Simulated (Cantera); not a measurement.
**Diamond growth**

A diamond (100) surface in a fixed gas of H2 with x(CH4) = 0.01, x(H) = 0.00058, at 1000 K, 48.0 Torr; coverages are run to steady state.

Computed with Cantera and the Harris–Goodwin 1993 mechanism for the reconstructed diamond (100) surface.

| x(CH3) | growth (µm/h) | θ c6HH | θ c6H* | θ c6*H | θ c6** | θ c6HM |
|---|---|---|---|---|---|---|
| 1e-06 | 0.0258 | 0.603 | 0.0181 | 0.370 | 0.00855 | 0.000712 |
| 2.7e-06 | 0.0695 | 0.602 | 0.0180 | 0.369 | 0.00853 | 0.00192 |
| 7e-06 | 0.179 | 0.599 | 0.0180 | 0.368 | 0.00848 | 0.00495 |
| 1.9e-05 | 0.480 | 0.592 | 0.0177 | 0.363 | 0.00834 | 0.0133 |
| 5e-05 | 1.22 | 0.576 | 0.0172 | 0.353 | 0.00801 | 0.0338 |
| 0.00013 | 2.93 | 0.537 | 0.0160 | 0.328 | 0.00723 | 0.0810 |
| 0.00035 | 6.50 | 0.457 | 0.0135 | 0.277 | 0.00565 | 0.180 |
| 0.00093 | 11.8 | 0.336 | 0.00975 | 0.200 | 0.00341 | 0.329 |
| 0.0025 | 17.4 | 0.209 | 0.00579 | 0.119 | 0.00141 | 0.486 |
θ: site fractions in the mechanism's names (c6HH fully hydrogenated, c6H* and c6*H radical sites, c6** diradical, c6HM methylated).
